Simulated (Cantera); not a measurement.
**AlN + N2 + C (sublimation and decomposition of ceramics)**

Input: 1 mol AlN, 0.4 mol N2, 0.71 mol C, at 1.00 Torr.

These are equilibrium values from Cantera (NASA tables, ideal gas, pure condensed phases), not measurements of a reactor. Candidate condensed phases: Al, AlN, C; 29 gas species. Ions and electrons are included (thermal ionisation). The numbers say what is thermodynamically allowed, not how fast it happens.

From 2227 °C to 2477 °C the condensed part is C(graphite). From 2727 °C to 4727 °C nothing is condensed. The main Al-bearing gas is Al at 2227 °C and Al+ at 4727 °C.

```json
[
 {"T (°C)": "2227", "x Al": "0.525", "x N2": "0.472", "x N": "5.50e-6", "x C": "0.000125", "x e-": "9.70e-5", "x Al+": "0.000126", "x C3": "0.000373", "x CN": "0.00194", "x C2": "3.44e-5", "n C(graphite)": "0.704"},
 {"T (°C)": "2477", "x Al": "0.513", "x N2": "0.456", "x N": "4.44e-5", "x C": "0.00283", "x e-": "0.000380", "x Al+": "0.000496", "x C3": "0.0127", "x CN": "0.0126", "x C2": "0.00122", "n C(graphite)": "0.599"},
 {"T (°C)": "2727", "x Al": "0.453", "x N2": "0.390", "x N": "0.000238", "x C": "0.0262", "x e-": "0.00118", "x Al+": "0.00143", "x C3": "0.0769", "x CN": "0.0384", "x C2": "0.0113", "n C(graphite)": "0"},
 {"T (°C)": "2977", "x Al": "0.429", "x N2": "0.363", "x N": "0.00102", "x C": "0.0861", "x e-": "0.00328", "x Al+": "0.00353", "x C3": "0.0438", "x CN": "0.0511", "x C2": "0.0185", "n C(graphite)": "0"},
 {"T (°C)": "3227", "x Al": "0.395", "x N2": "0.337", "x N": "0.00352", "x C": "0.175", "x e-": "0.00760", "x Al+": "0.00776", "x C3": "0.0107", "x CN": "0.0476", "x C2": "0.0152", "n C(graphite)": "0"},
 {"T (°C)": "3477", "x Al": "0.369", "x N2": "0.325", "x N": "0.0105", "x C": "0.226", "x e-": "0.0156", "x Al+": "0.0157", "x C3": "0.00105", "x CN": "0.0316", "x C2": "0.00619", "n C(graphite)": "0"},
 {"T (°C)": "3727", "x Al": "0.342", "x N2": "0.311", "x N": "0.0271", "x C": "0.240", "x e-": "0.0291", "x Al+": "0.0291", "x C3": "8.63e-5", "x CN": "0.0188", "x C2": "0.00206", "n C(graphite)": "0"},
 {"T (°C)": "3977", "x Al": "0.305", "x N2": "0.283", "x N": "0.0611", "x C": "0.240", "x e-": "0.0494", "x Al+": "0.0494", "x C3": "7.94e-6", "x CN": "0.0109", "x C2": "0.000691", "n C(graphite)": "0"},
 {"T (°C)": "4227", "x Al": "0.256", "x N2": "0.236", "x N": "0.120", "x C": "0.229", "x e-": "0.0764", "x Al+": "0.0764", "x C3": "8.40e-7", "x CN": "0.00618", "x C2": "0.000241", "n C(graphite)": "0"},
 {"T (°C)": "4477", "x Al": "0.196", "x N2": "0.171", "x N": "0.202", "x C": "0.212", "x e-": "0.108", "x Al+": "0.108", "x C3": "1.01e-7", "x CN": "0.00330", "x C2": "8.72e-5", "n C(graphite)": "0"},
 {"T (°C)": "4727", "x Al": "0.137", "x N2": "0.102", "x N": "0.290", "x C": "0.194", "x e-": "0.138", "x Al+": "0.138", "x C3": "1.40e-8", "x CN": "0.00164", "x C2": "3.33e-5", "n C(graphite)": "0"}
]
```
x: gas mole fraction; n: condensed amount in mol.
